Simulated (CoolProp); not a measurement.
Vapour-liquid equilibrium of dimethyl ether (1) + ethanol (2) at 31.35 °C; x and y are mole fractions of (1).

The numbers come from the multi-fluid Helmholtz-energy mixture model, Wu 2011 and Schroeder 2014; pair parameters Bell 2016 in CoolProp.

| x | bubble pressure, mixture model (kPa) | bubble pressure, Raoult's law (kPa) | y, mixture model | y, Raoult's law |
|---|---|---|---|---|
| 0.05 | 68.09 | 46.01 | 0.839 | 0.767 |
| 0.15 | 171.3 | 115.5 | 0.939 | 0.917 |
| 0.25 | 260.3 | 184.9 | 0.963 | 0.954 |
| 0.35 | 336.1 | 254.4 | 0.973 | 0.971 |
| 0.45 | 400.3 | 323.9 | 0.979 | 0.981 |
| 0.55 | 455.7 | 393.3 | 0.983 | 0.987 |
| 0.65 | 505.7 | 462.8 | 0.987 | 0.991 |
| 0.75 | 554.5 | 532.3 | 0.990 | 0.995 |
| 0.85 | 607.0 | 601.7 | 0.993 | 0.997 |
| 0.95 | 669.1 | 671.2 | 0.997 | 0.999 |

The largest gap from Raoult's law is +48.3 % in bubble pressure, at x = 0.15. No azeotrope shows between x = 0.05 and 0.95.

Pair parameters are fitted to limited data, so mixtures are less certain than the pure fluids.
